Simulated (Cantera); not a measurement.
Mixture: 6.65 % CH4, 19.5 % O2, 73.8 % N2, equivalence ratio 0.68, at 1.18 atm, adiabatic and at constant volume. Ignition delay is the time to a rise of 400 K.

Computed with Cantera and GRI-Mech 3.0 (53 species, 325 reactions).

**Question.** Predict: delay at 1175 K; delay at 1225 K; delay at 1275 K; delay at 1325 K; delay at 1375 K; delay at 1425 K; delay at 1475 K; apparent activation energy between 1375 and 1475 K.

**Answer.** 
```
Item                                                    Result
--------------------------------------------------  ----------
delay at 1175 K                                        44.4 ms
delay at 1225 K                                        21.8 ms
delay at 1275 K                                        11.1 ms
delay at 1325 K                                        5.86 ms
delay at 1375 K                                        3.21 ms
delay at 1425 K                                        1.83 ms
delay at 1475 K                                        1.09 ms
apparent activation energy between 1375 and 1475 K  180 kJ/mol
```
